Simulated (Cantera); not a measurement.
# Thermodynamics of metals in furnace atmospheres, feed Cu + H₂O + N₂

Feed: 1 mol Cu, 0.032 mol H₂O, 210 mol N₂, equilibrated at 425 °C and 13300 Pa.

These are equilibrium values from Cantera (NASA tables, ideal gas, pure condensed phases), not measurements of a reactor. Candidate condensed phases: Cu, CuO, Cu(OH)₂, Cu₂O, H₂O; 27 gas species. The numbers say what is thermodynamically allowed, not how fast it happens.

- x(N₂): 1.000
- x(H₂O): 0.000152
- n(Cu(s)): 1.00 mol
- gas amount: 210.0 mol
- log10 activity of Cu(OH)₂(s) (absent): -8.82
